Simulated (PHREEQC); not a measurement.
**Alkaline etch or developer: speciation**

Make-up at 25 °C: 0.014 mol/kgw NH3. Closed to the air; pH follows from the charge balance.

Computed with PHREEQC (ion-association model, phreeqc.dat).

Precipitation was switched off in this run.

### Question
Estimate the pH, specific conductance, ionic strength.

### Answer
pH 10.69; specific conductance 134 µS/cm; ionic strength 0.000502 mol/kgw.

### Question
In which forms is N present?

### Answer
NH3 96 %, NH4+ 3.6 % of the N.

Complexes and solids missing from the database can't appear.
